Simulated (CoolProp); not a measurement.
Carbon monoxide along the isobar 3.69 MPa: Z from the reference equation and from simpler models built on Tc = -140.3 °C, pc = 3.498 MPa, ω = 0.050; each cubic takes its own stable root.

Computed with CoolProp (reference Helmholtz-energy equation of state, Lemmon 2006). It is a short technical equation, of lower accuracy than the large ones.

```
T (°C)           phase  reference  Redlich-Kwong  Peng-Robinson
-------  -------------  ---------  -------------  -------------
-157.15         liquid     0.1706            ___         0.1579
-137.65  supercritical     0.4633         0.4637         0.4393
-118.25  supercritical     0.7495         0.7443         0.7230
-98.75   supercritical     0.8443            ___         0.8232
-79.25   supercritical     0.8973         0.8919         0.8802
-59.75   supercritical        ___         0.9251         0.9167
-40.35   supercritical     0.9530         0.9473         0.9414
-20.85   supercritical     0.9688         0.9629            ___
-1.35    supercritical     0.9802         0.9741         0.9718
18.15    supercritical     0.9887         0.9825         0.9813
37.55    supercritical     0.9950         0.9887         0.9884
```

Question: Complete the blanks.

Answer: 
- -157.15, Redlich-Kwong: 0.1788
- -98.75, Redlich-Kwong: 0.8391
- -59.75, reference: 0.9307
- -20.85, Peng-Robinson: 0.9590
